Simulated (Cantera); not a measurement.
A perfectly stirred reactor is fed with 52.6 % NO, 47.4 % N2, at 0.880 bar; it is held at 1625 K, and followed from long to short residence time.

Detailed kinetics in Cantera: GRI-Mech 3.0 (53 species, 325 reactions).

x: mole fraction; the columns are a selection and need not sum to one.

```csv
τ (s),x NO,x O2,x O,x NO2,x N2O
8.3,0.418,0.0536,5.04e-6,0.000759,6.36e-5
2.0,0.491,___,___,___,___
0.48,0.517,___,___,___,9.67e-5
0.11,0.524,0.000917,1.47e-6,0.000256,9.31e-5
0.027,0.526,0.000141,1.10e-6,0.000181,7.42e-5
0.0066,0.526,7.88e-6,5.66e-7,7.51e-5,4.01e-5
0.0016,0.526,2.18e-7,2.46e-7,1.74e-5,1.38e-5
0.00038,0.526,1.08e-8,1.59e-7,3.73e-6,3.64e-6
```

**Question.** Fill in the missing entries.

**Answer.** 
- 2.0, x O2: 0.0173
- 2.0, x O: 3.10e-6
- 2.0, x NO2: 0.000538
- 2.0, x N2O: 8.82e-5
- 0.48, x O2: 0.00443
- 0.48, x O: 1.98e-6
- 0.48, x NO2: 0.000351
